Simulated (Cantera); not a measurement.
A perfectly stirred reactor is fed with CH4 : H2 : O2 : N2 = 1 : 0.063 : 1.19 : 4.49 (molar parts), at 101000 Pa; it is adiabatic with a 600 K inlet, and is followed from long to short residence time, starting on the burning branch (τ in s: 0.051, 0.021, 0.0088, 0.0037, 0.0015, 0.00063, 0.00026, 0.00011, 4.6e-05, 1.9e-05, 7.9e-06, 3.3e-06).

Detailed kinetics in Cantera: GRI-Mech 3.0 (53 species, 325 reactions).

Question: What does this change do: inlet temperature 600 to 350 K?

Answer: 
| quantity | before | after |
|---|---|---|
| blow-out, bracketed by the residence times tried | burning at 0.630 ms, out at 0.260 ms | burning at 3.70 ms, out at 1.50 ms |
| x(CH4) at τ = 51.0 ms | 0.00242 | 0.00699 |
| x(H2) at τ = 51.0 ms | 0.109 | 0.0907 |
| x(O2) at τ = 51.0 ms | 0.000310 | 0.000999 |
| x(CH2) at τ = 51.0 ms | 2.36e-6 | 1.46e-6 |
| x(HCO) at τ = 51.0 ms | 1.12e-7 | 7.08e-8 |
| x(CH4) at τ = 0.260 ms | 0.148 | 0.148 |
| x(H2) at τ = 0.260 ms | 0.00934 | 0.00934 |
| x(O2) at τ = 0.260 ms | 0.176 | 0.176 |
| x(CH2) at τ = 0.260 ms | <1e-12 | <1e-12 |
| x(HCO) at τ = 0.260 ms | <1e-12 | <1e-12 |

Question: What does this change do: pressure from 101000 Pa to 1300000 Pa?

Answer: 
```csv
quantity,before,after
"blow-out, bracketed by the residence times tried","burning at 0.630 ms, out at 0.260 ms","burning at 0.260 ms, out at 0.110 ms"
x(CH4) at τ = 51.0 ms,0.00242,0.00303
x(H2) at τ = 51.0 ms,0.109,0.109
x(O2) at τ = 51.0 ms,0.000310,9.08e-5
x(CH2) at τ = 51.0 ms,2.36e-6,1.65e-7
x(HCO) at τ = 51.0 ms,1.12e-7,7.74e-8
x(CH4) at τ = 0.260 ms,0.148,0.0195
x(H2) at τ = 0.260 ms,0.00934,0.0596
x(O2) at τ = 0.260 ms,0.176,0.0110
x(CH2) at τ = 0.260 ms,<1e-12,5.13e-6
x(HCO) at τ = 0.260 ms,<1e-12,7.02e-7
```
The pressure lies above the range GRI-Mech 3.0 was tuned for (to about 10 atm).
